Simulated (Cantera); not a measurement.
Mixture: CO : H2 : O2 : N2 = 1 : 0.16 : 0.387 : 1.45 (molar parts), equivalence ratio 1.5, at 15.0 bar, adiabatic and at constant volume. Ignition delay is the time to a rise of 400 K.

Computed with Cantera and GRI-Mech 3.0 (53 species, 325 reactions). The hydrogen kinetics of GRI-Mech 3.0 are dated; newer H2 mechanisms differ, most at raised pressure. The pressure lies above the range GRI-Mech 3.0 was tuned for (to about 10 atm).

**Question.** What does this change do: pressure from 15.0 bar to 5.30 bar?

**Answer.** 
```tsv
quantity	before	after
delay at 1100 K	0.240 ms	0.143 ms
delay at 1150 K	89.8 µs	50.2 µs
delay at 1200 K	35.2 µs	25.4 µs
delay at 1250 K	15.2 µs	16.2 µs
delay at 1300 K	7.81 µs	11.6 µs
delay at 1350 K	4.81 µs	9.01 µs
apparent activation energy between 1250 and 1350 K	160 kJ/mol	82 kJ/mol
```
